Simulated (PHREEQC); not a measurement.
Leach liquor: speciation

Make-up at 10 °C: 0.2 mol H2SO4 and 0.019 mol ZnSO4 per kg of water. Closed to the air; pH follows from the charge balance.

The numbers come from PHREEQC with the ion-association model, phreeqc.dat.

Each row changes one thing in this solution. No solid was allowed to form.

```csv
case,pH,ionic strength (mol/kgw),HSO4- (mol/kgw),SO4-2 (mol/kgw),Zn+2 (mol/kgw),ZnSO4 (mol/kgw)
as made,0.74,0.303,0.171,0.0382,0.0114,0.00574
ZnSO4 from 0.019 to 0.0019 mol/kgw,0.73,0.272,0.166,0.0348,0.00115,0.000575
H2SO4 from 0.2 to 0.4 mol/kgw,0.47,0.533,0.357,0.0527,0.0119,0.00516
0.2 mol/kgw TMAH added,…,0.392,0.119,…,0.00762,0.00682
0.0088 mol/kgw Li2CO3 added,0.77,0.307,0.168,0.0403,0.0112,0.00585
H2SO4 from 0.2 to 0.1 mol/kgw,1.02,0.183,0.0808,0.0287,0.0112,0.00622
```

### Question
Complete the blanks.

### Answer

- 0.2 mol/kgw TMAH added, pH: 1.20
- 0.2 mol/kgw TMAH added, SO4-2 (mol/kgw): 0.0838

Complexes and solids missing from the database can't appear. Away from 25 °C the constants follow the database's enthalpies or fits; those with neither stay at their 25 °C values.
